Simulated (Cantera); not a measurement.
A freely propagating, adiabatic, planar premixed flame of 2.30 % CH4, 1.89 % C2H6, 1.22 % C3H8, 19.9 % O2, 74.7 % N2, unburnt at 400 K and 72000 Pa; multicomponent transport, grid criteria slope 0.08 and curve 0.16, no radiation.

Computed with Cantera and GRI-Mech 3.0 (53 species, 325 reactions). GRI-Mech 3.0 was tuned for natural gas; its chemistry of propane as a main component is partial and can be far from experiment. Burning velocities carry a grid error of a few per cent, more on coarse grids.

Predict: laminar burning velocity; thermal thickness; peak x(C2H2); peak x(C2H).


- laminar burning velocity = 66.2 cm/s
- thermal thickness = 0.491 mm
- peak x(C2H2) = 0.000430
- peak x(C2H) = 5.27e-7
